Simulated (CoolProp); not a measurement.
Vapour-liquid equilibrium of R13 (1) + isobutane (2) at 189.5 K; x and y are mole fractions of (1).

Values from CoolProp's multi-fluid Helmholtz-energy mixture model, Platzer 1990 and Bücker 2006; pair parameters Bell 2016. This equation is an older, rougher fit; its heat capacities, sound speeds and derivatives of the liquid may be far off and weren't checked against measurements.

```tsv
x	bubble pressure, mixture model (bar)	bubble pressure, Raoult's law (bar)	y, mixture model	y, Raoult's law
0.05	0.1179	0.06095	0.862	0.736
0.15	0.2801	0.1490	0.946	0.903
0.25	0.3997	0.2371	0.965	0.946
0.35	0.4887	0.3251	0.974	0.966
0.45	0.5578	0.4132	0.979	0.977
0.55	0.6154	0.5013	0.983	0.985
0.65	0.6685	0.5893	0.986	0.990
0.75	0.7229	0.6774	0.989	0.994
0.85	0.7837	0.7655	0.993	0.997
0.95	0.8557	0.8535	0.997	0.999
```

The largest gap from Raoult's law is +93.4 % in bubble pressure, at x = 0.05. No azeotrope shows between x = 0.05 and 0.95.

Pair parameters are fitted to limited data, so mixtures are less certain than the pure fluids. With so large a gap from Raoult's law the liquid may split in two, which this calculation doesn't test in full.
